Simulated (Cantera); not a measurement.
What does this Cantera script print?

```python
import numpy as np
import cantera as ct

gas_names = """
    CL CL2 H HCL H2 Si SiCL SiCL2 SiCL3 SiCL4 SiH SiHCL3 SiH2 SiH2CL2 SiH3 SiH3CL SiH4 Si2 Si3
""".split()
cond_names = """
    Si(cr) Si(L)
""".split()


def load(file, names, dense=False):
    # The tables refer to 1 bar. Condensed volumes are neglected.
    table = {s.name: s for s in ct.Species.list_from_file(file)}
    out = []
    for n in names:
        d = dict(table[n].input_data)
        d["thermo"] = dict(d["thermo"], **{"reference-pressure": 1e5})
        if dense:
            d["equation-of-state"] = {"model": "constant-volume", "density": "1e6 g/cm^3"}
        out.append(ct.Species.from_dict(d))
    return out


gas = ct.Solution(thermo="ideal-gas", species=load("nasa_gas.yaml", gas_names))
cond = {s.name: ct.Solution(thermo="fixed-stoichiometry", species=[s], name=s.name)
        for s in load("nasa_condensed.yaml", cond_names, dense=True)}
atoms = {
    'SiCl4': {'Si': 1, 'CL': 4},
    'Cl2': {'CL': 2},
    'H2': {'H': 2},
}
top_T = {}  # K; cautious upper limits of use, not melting points


def equilibrate(T, P, feed):
    n = {}
    for name, mol in feed.items():
        for a, k in atoms[name].items():
            n[a] = n.get(a, 0.0) + k * mol
    gas.TPX = T, P, n
    mass = sum(n.values()) * gas.mean_molecular_weight
    gas.equilibrate("TP")
    valid = [c for c in cond.values() if c.min_temp <= T <= top_T.get(c.name, c.max_temp)]
    mix = ct.Mixture([(gas, mass / gas.mean_molecular_weight)] + [(c, 0.0) for c in valid])
    mix.T, mix.P = T, P
    mix.equilibrate("TP", solver="vcs", rtol=1e-11, max_steps=5000)
    return mix


results = []
T = 700  # K
P = 650000  # Pa
for m in [1.1, 1.4, 1.7, 2.1, 2.6, 3.2, 3.9, 4.8, 5.9, 7.2, 8.8, 11, 13]:
    feed = {'SiCl4': 1, 'Cl2': 2, 'H2': m}  # mol
    mix = equilibrate(T, P, feed)
    results.append((T, P, feed, dict(zip(mix.species_names, mix.species_moles))))

top = {s: max(r[3][s] / sum(r[3][g] for g in gas_names) for r in results) for s in gas_names}
cols = sorted((s for s in top if top[s] > 0.0001), key=lambda s: -top[s])[:5]
seen = [c for c in cond_names if any(r[3].get(c, 0) > 1e-12 for r in results)]
print("log10 of partial pressures in bar; condensed amounts in mol")
print(f"{'n(H2)':>10s}" + "".join(f"{s[:9]:>10s}" for s in cols + seen))
for T, P, feed, n in results:
    ng = sum(n[g] for g in gas_names)
    print(f"{feed['H2']:10.4g}" + "".join(f"{np.log10(max(n[s] / ng * P / 1e5, 1e-99)):10.3f}" for s in cols)
          + "".join(f"{n.get(c, 0):10.4g}" for c in seen))
```

Result:

```
log10 of partial pressures in bar; condensed amounts in mol
     n(H2)       HCL        H2     SiCL4       CL2
       1.1     0.543   -13.805     0.200     0.154
       1.4     0.617   -13.450     0.169    -0.052
       1.7     0.672   -13.009     0.141    -0.382
       2.1     0.707    -0.895     0.105   -12.426
       2.6     0.667    -0.157     0.065   -13.245
       3.2     0.623     0.100     0.020   -13.590
       3.9     0.576     0.253    -0.026   -13.836
       4.8     0.523     0.368    -0.079   -14.058
       5.9     0.466     0.455    -0.137   -14.259
       7.2     0.406     0.520    -0.196   -14.443
       8.8     0.343     0.574    -0.259   -14.623
        11     0.269     0.621    -0.333   -14.819
        13     0.211     0.650    -0.391   -14.964
```

Cantera equilibrium calculation (NASA polynomials, part measured and part estimated; ideal gas, pure solids and liquids).
